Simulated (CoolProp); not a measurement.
Properties of ethanol along the isobar 108 bar (Tc = 241.6 °C, pc = 62.68 bar, ω = 0.644).

The numbers come from the reference Helmholtz-energy equation of state, Schroeder 2014 in CoolProp.

```json
[
 {"T (°C)": "35.85", "phase": "liquid", "Joule-Thomson coefficient (K/MPa)": "-0.3440", "conductivity (mW/(m K))": "167", "fugacity coefficient": "0.001692"},
 {"T (°C)": "48.55", "phase": "liquid", "Joule-Thomson coefficient (K/MPa)": "-0.3221", "conductivity (mW/(m K))": "165", "fugacity coefficient": "0.003188"},
 {"T (°C)": "61.25", "phase": "liquid", "Joule-Thomson coefficient (K/MPa)": "-0.2990", "conductivity (mW/(m K))": "163", "fugacity coefficient": "0.005672"},
 {"T (°C)": "74.05", "phase": "liquid", "Joule-Thomson coefficient (K/MPa)": "-0.2742", "conductivity (mW/(m K))": "161", "fugacity coefficient": "0.009624"},
 {"T (°C)": "86.75", "phase": "liquid", "Joule-Thomson coefficient (K/MPa)": "-0.2479", "conductivity (mW/(m K))": "159", "fugacity coefficient": "0.01553"},
 {"T (°C)": "99.55", "phase": "liquid", "Joule-Thomson coefficient (K/MPa)": "-0.2191", "conductivity (mW/(m K))": "157", "fugacity coefficient": "0.02411"},
 {"T (°C)": "112.25", "phase": "liquid", "Joule-Thomson coefficient (K/MPa)": "-0.1876", "conductivity (mW/(m K))": "155", "fugacity coefficient": "0.03592"},
 {"T (°C)": "124.95", "phase": "liquid", "Joule-Thomson coefficient (K/MPa)": "-0.1525", "conductivity (mW/(m K))": "153", "fugacity coefficient": "0.05171"},
 {"T (°C)": "137.75", "phase": "liquid", "Joule-Thomson coefficient (K/MPa)": "-0.1129", "conductivity (mW/(m K))": "151", "fugacity coefficient": "0.07233"},
 {"T (°C)": "150.45", "phase": "liquid", "Joule-Thomson coefficient (K/MPa)": "-0.06882", "conductivity (mW/(m K))": "149", "fugacity coefficient": "0.09801"},
 {"T (°C)": "163.25", "phase": "liquid", "Joule-Thomson coefficient (K/MPa)": "-0.01902", "conductivity (mW/(m K))": "147", "fugacity coefficient": "0.1296"},
 {"T (°C)": "175.95", "phase": "liquid", "Joule-Thomson coefficient (K/MPa)": "0.03721", "conductivity (mW/(m K))": "145", "fugacity coefficient": "0.1669"},
 {"T (°C)": "188.65", "phase": "liquid", "Joule-Thomson coefficient (K/MPa)": "0.1039", "conductivity (mW/(m K))": "143", "fugacity coefficient": "0.2101"},
 {"T (°C)": "201.45", "phase": "liquid", "Joule-Thomson coefficient (K/MPa)": "0.1899", "conductivity (mW/(m K))": "141", "fugacity coefficient": "0.2594"}
]
```

Thermal conductivity comes from a separate model (Assael 2013).
